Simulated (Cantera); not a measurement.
A closed system holds: 1 mol Ta2O5, 2.6 mol C, 0.81 mol H2, at 54.0 Pa.

Method: chemical equilibrium by Gibbs-energy minimisation in Cantera with the NASA 1993 tables (ideal gas, pure condensed phases). Candidate condensed phases: C, C6H6, C7H8, C8H18, H2O, Ta, TaC, Ta2O5; 113 gas species. Mutual solubility and eutectic melting of coexisting phases are not modelled. Condensed phases not in the tables: Ta2C, N, O or C dissolved in the metal. Equilibrium is a limit: real reactors are often held back by kinetics, nucleation or transport.

Q: At 1923 K, list the 6 most abundant gas species with their mole fractions, and the condensed phases.

A: CO 0.754, H2 0.225, H 0.0192, TaO2 0.000482, H2O 0.000290, CO2 0.000226. Condensed: Ta(s) + Ta2O5(s).
